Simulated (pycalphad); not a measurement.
An equivalent pycalphad script:

```python
from pycalphad import Database, equilibrium, calculate, variables as v
import numpy as np
db = Database('COST507.tdb')
comps = ['SI', 'AL', 'VA']
phases = ['DIAMOND_A4', 'FCC_A1', 'LIQUID']
eq = equilibrium(db, comps, phases, {v.X('AL'): 0.646, v.T: np.arange(2350, 499, -50), v.P: 101325, v.N: 1}, output=['HM', 'SM'])
```

All values are pycalphad results on the COST 507 light-alloy database (1999) (1 atm), not direct measurements. These are 1990s assessments: newer ones move some temperatures and phases. Amounts are mole fractions of atoms.

Results at three of the temperatures:

```
T = 1800.00 K, P = 101325 Pa, N = 1 mol of atoms
G = -111610 J/mol, H = 65238 J/mol, S = 98.25 J/(mol K)  (SER reference)
chemical potentials (J/mol): Si -99980, Al -117983
phase             fraction      x(Si)      x(Al)
LIQUID              1.0000     0.3540     0.6460
```

```
T = 850.00 K, P = 101325 Pa, N = 1 mol of atoms
G = -29719 J/mol, H = 15025 J/mol, S = 52.64 J/(mol K)  (SER reference)
chemical potentials (J/mol): Si -23592, Al -33077
phase             fraction      x(Si)      x(Al)
FCC_A1              0.6557     0.0149     0.9851
DIAMOND_A4          0.3443     1.0000   8.94e-07
```

```
T = 600.00 K, P = 101325 Pa, N = 1 mol of atoms
G = -17818 J/mol, H = 7575 J/mol, S = 42.32 J/(mol K)  (SER reference)
chemical potentials (J/mol): Si -13847, Al -19995
phase             fraction      x(Si)      x(Al)
FCC_A1              0.6466   0.000894     0.9991
DIAMOND_A4          0.3534     1.0000   1.14e-09
```

Changes of the phase set, refined by bisection:

| T (K) | phases above | phases below |
|---|---|---|
| 1171.9 | liquid | diamond (Si) + liquid |
| 850.1 | diamond (Si) + liquid | diamond (Si) + fcc |

FCC_A1 is fcc; DIAMOND_A4 is diamond (Si).
